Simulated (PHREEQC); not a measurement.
Make-up at 70 °C: 0.12 mol/kgw CuCl2, 0.16 mol/kgw HNO3 and 0.00024 mol/kgw KCl. It is in equilibrium with CO2 at log p = -1 (atm). Otherwise closed; pH follows from the charge balance.

All values are PHREEQC results (ion-association model, phreeqc.dat), not measurements.

```yaml
pH: 0.92
ionic_strength: 0.408 mol/kgw
activity_of_water: 0.989
density: 0.997 g/cm³
total_alkalinity: -160 meq/kg
```

| species | molality | activity | log γ |
|---|---|---|---|
| Cl- | 0.183 | 0.117 | -0.193 |
| H+ | 0.160 | 0.121 | -0.122 |
| NO3- | 0.160 | 0.0971 | -0.217 |
| Cu+2 | 0.0654 | 0.0156 | -0.623 |
| CuCl+ | 0.0517 | 0.0333 | -0.192 |
| CuCl2 | 0.00291 | 0.00319 | 0.041 |

This is a speciation only: nothing precipitates in the calculation. Complexes and solids missing from the database can't appear. Constants without temperature data keep their 25 °C values here.
